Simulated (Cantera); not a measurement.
Input (Python, Cantera):

```python
import numpy as np
import cantera as ct

gas = ct.Solution("gri30.yaml")


def delay(T, t_max=10):
    gas.TPX = T, 2200000, {'C3H8': 1.3, 'O2': 2.94, 'N2': 19.1}
    reactor = ct.IdealGasReactor(gas, clone=False)
    net = ct.ReactorNet([reactor])
    net.rtol, net.atol = 1e-8, 1e-16
    while net.time < t_max:
        t_old, T_old = net.time, reactor.T
        net.step()
        if reactor.T > T + 400:  # ignition: a rise of 400 K
            return t_old + (T + 400 - T_old) / (reactor.T - T_old) * (net.time - t_old)
    return np.nan


taus = []
for T in [1148, 1223, 1298, 1373, 1448, 1523]:
    taus.append(delay(T))
    print(f"T0 = {T:6g} K   tau = {taus[-1]:.4e} s")
```

Result:

```
T0 =   1148 K   tau = 3.5307e-03 s
T0 =   1223 K   tau = 9.3251e-04 s
T0 =   1298 K   tau = 2.6509e-04 s
T0 =   1373 K   tau = 8.4914e-05 s
T0 =   1448 K   tau = 3.1387e-05 s
T0 =   1523 K   tau = 1.3409e-05 s
```

Detailed kinetics in Cantera: GRI-Mech 3.0 (53 species, 325 reactions). GRI-Mech 3.0 was tuned for natural gas; its chemistry of propane as a main component is partial and can be far from experiment. The pressure lies above the range GRI-Mech 3.0 was tuned for (to about 10 atm).
